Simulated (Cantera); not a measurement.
What does this Cantera script print?

```python
import numpy as np
import cantera as ct

gas = ct.Solution("gri30.yaml")
gas.TPX = 1400, 190, {'CH4': 1, 'N2': 65}
reactor = ct.IdealGasConstPressureReactor(gas, energy="off", clone=False)
net = ct.ReactorNet([reactor])
net.rtol, net.atol = 1e-08, 1e-18
show = ['CH4', 'H', 'C2H2', 'CH3', 'C2H4', 'HCN', 'H2']
times = np.geomspace(3e-06, 100, 11)

steps = ct.SolutionArray(gas, extra=["t"])
rows = []
print(f"{'t/s':>10s}{'T/K':>9s}{'P/Pa':>11s}" + "".join(f"{s:>11s}" for s in show))
for t in times:
    while net.time < t:
        t_next = net.step()
        steps.append(gas.state, t=t_next)
    rows.append([np.interp(t, steps.t, y) for y in (steps.T, steps.P, *steps(*show).X.T)])
    print(f"{t:10.3e}{rows[-1][0]:9.1f}{rows[-1][1]:11.4g}" + "".join(f"{x:11.3e}" for x in rows[-1][2:]))
rate = np.gradient(steps.T, steps.t)
print("integrator steps:", len(steps.t))
if steps.T.max() > steps.T[0] + 200:
    print(f"time of steepest temperature rise: {steps.t[rate.argmax()]:.4e} s")
gas.TPX = 1400, 190, {'CH4': 1, 'N2': 65}
gas.equilibrate("TP")
print(f"equilibrium (TP): T = {gas.T:.1f} K  " + "  ".join(f"{s} {gas[s].X[0]:.3e}" for s in show))
```

It prints:

```
       t/s      T/K       P/Pa        CH4          H       C2H2        CH3       C2H4        HCN         H2
 3.000e-06   1400.0        190  1.515e-02  3.285e-12  1.904e-33  3.289e-12  5.559e-26  7.935e-29  2.090e-15
 1.696e-05   1400.0        190  1.515e-02  1.851e-11  1.781e-30  1.865e-11  9.308e-24  1.320e-26  6.603e-14
 9.587e-05   1400.0        190  1.515e-02  1.030e-10  1.079e-27  1.071e-10  1.211e-21  1.655e-24  2.071e-12
 5.420e-04   1400.0        190  1.515e-02  5.317e-10  6.901e-25  6.559e-10  1.407e-19  1.254e-22  6.211e-11
 3.064e-03   1400.0        190  1.515e-02  1.901e-09  1.241e-21  4.813e-09  5.575e-17  6.021e-21  1.456e-09
 1.732e-02   1400.0        190  1.515e-02  2.642e-09  4.008e-18  3.531e-08  2.971e-14  2.679e-19  1.633e-08
 9.791e-02   1400.0        190  1.515e-02  2.645e-09  6.067e-15  2.119e-07  7.262e-12  9.688e-18  1.046e-07
 5.535e-01   1400.0        190  1.515e-02  2.682e-09  6.544e-12  1.210e-06  1.364e-09  3.734e-16  6.065e-07
 3.129e+00   1400.0        190  1.514e-02  3.877e-09  6.826e-09  6.818e-06  2.414e-07  2.232e-14  3.927e-06
 1.769e+01   1400.0        190  1.503e-02  5.058e-08  7.115e-06  3.670e-05  3.535e-05  5.193e-12  1.110e-04
 1.000e+02   1400.0        190  1.113e-02  1.770e-06  1.678e-03  6.408e-05  2.720e-04  7.313e-09  5.611e-03
integrator steps: 640
equilibrium (TP): T = 1400.0 K  CH4 5.095e-07  H 1.681e-05  C2H2 8.861e-04  CH3 7.654e-09  C2H4 3.102e-08  HCN 1.315e-02  H2 2.238e-02
```

Computed with Cantera and GRI-Mech 3.0 (53 species, 325 reactions). GRI-Mech 3.0 stops at C3 and has no aromatics, soot or wall deposition, so with more carbon than oxygen in the feed, carbon stays in small species such as C2H2 where larger ones or solid carbon would form. Radical loss at walls, strong at low pressure, is not modelled.
